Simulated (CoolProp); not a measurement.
A Linde-Hampson liquefier for ethane: isothermal reversible compression at 320 K from 1 atm to 5 MPa, throttling to 1 atm, return gas leaving the recuperator 10 K below the feed. Each further row changes one setting.

Model: reference Helmholtz-energy equation of state, Bücker 2006, in CoolProp.

| case | liquid yield per pass | compression work (kJ/kg of gas) |
|---|---|---|
| as stated | [?] | 315 |
| high pressure 10 MPa | 0.418 | [?] |
| warm-end temperature 350 K | [?] | [?] |
| warm-end gap 15 K | [?] | 315 |

### Question
Some entries are withheld; supply them.

### Answer

- as stated, liquid yield per pass: 0.154
- high pressure 10 MPa, compression work (kJ/kg of gas): 338
- warm-end temperature 350 K, liquid yield per pass: 0.089
- warm-end temperature 350 K, compression work (kJ/kg of gas): 354
- warm-end gap 15 K, liquid yield per pass: 0.142
